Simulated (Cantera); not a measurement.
# Thermodynamics of carbon deposition, reforming and gasification, feed acetone + H2 + N2

Charge: 1 mol acetone, 8.8 mol H2, 21 mol N2, held at 0.000410 bar.

These are equilibrium values from Cantera (NASA tables, ideal gas, pure condensed phases), not measurements of a reactor. Candidate condensed phases: C, C6H6, C7H8, C8H18, H2O; 136 gas species. The feed counts by its element totals alone. Kinetics and transport are ignored.

```json
[
 {"T (K)": "1450", "log p N2": "-3.59", "log p H2": "-3.84", "log p H": "-6.95", "log p CO": "-4.92", "log p HCN": "-6.85", "log p HNC": "-8.70", "log p C2H2 (acetylene)": "-9.16", "log p CN": "-12.36", "n C(graphite)": "1.99"},
 {"T (K)": "1550", "log p N2": "-3.59", "log p H2": "-3.85", "log p H": "-6.42", "log p CO": "-4.92", "log p HCN": "-6.55", "log p HNC": "-8.25", "log p C2H2 (acetylene)": "-8.64", "log p CN": "-11.35", "n C(graphite)": "1.98"},
 {"T (K)": "1650", "log p N2": "-3.59", "log p H2": "-3.85", "log p H": "-5.97", "log p CO": "-4.92", "log p HCN": "-6.28", "log p HNC": "-7.86", "log p C2H2 (acetylene)": "-8.19", "log p CN": "-10.46", "n C(graphite)": "1.95"},
 {"T (K)": "1750", "log p N2": "-3.60", "log p H2": "-3.85", "log p H": "-5.56", "log p CO": "-4.92", "log p HCN": "-6.04", "log p HNC": "-7.52", "log p C2H2 (acetylene)": "-7.79", "log p CN": "-9.67", "n C(graphite)": "1.92"},
 {"T (K)": "1850", "log p N2": "-3.60", "log p H2": "-3.86", "log p H": "-5.20", "log p CO": "-4.92", "log p HCN": "-5.84", "log p HNC": "-7.21", "log p C2H2 (acetylene)": "-7.44", "log p CN": "-8.97", "n C(graphite)": "1.87"},
 {"T (K)": "1950", "log p N2": "-3.60", "log p H2": "-3.88", "log p H": "-4.88", "log p CO": "-4.92", "log p HCN": "-5.66", "log p HNC": "-6.94", "log p C2H2 (acetylene)": "-7.14", "log p CN": "-8.34", "n C(graphite)": "1.79"},
 {"T (K)": "2050", "log p N2": "-3.61", "log p H2": "-3.91", "log p H": "-4.60", "log p CO": "-4.93", "log p HCN": "-5.51", "log p HNC": "-6.71", "log p C2H2 (acetylene)": "-6.88", "log p CN": "-7.78", "n C(graphite)": "1.69"},
 {"T (K)": "2150", "log p N2": "-3.62", "log p H2": "-3.96", "log p H": "-4.35", "log p CO": "-4.94", "log p HCN": "-5.38", "log p HNC": "-6.52", "log p C2H2 (acetylene)": "-6.67", "log p CN": "-7.27", "n C(graphite)": "1.57"}
]
```
log p: log10 of the partial pressure in bar; n: condensed amount in mol.

From 1450 K to 2150 K the condensed part is C(graphite). The main C-bearing gas is CO throughout. The share of C in condensed phases is highest at 1450 K (66.3 %) and lowest at 2150 K (52.3 %).
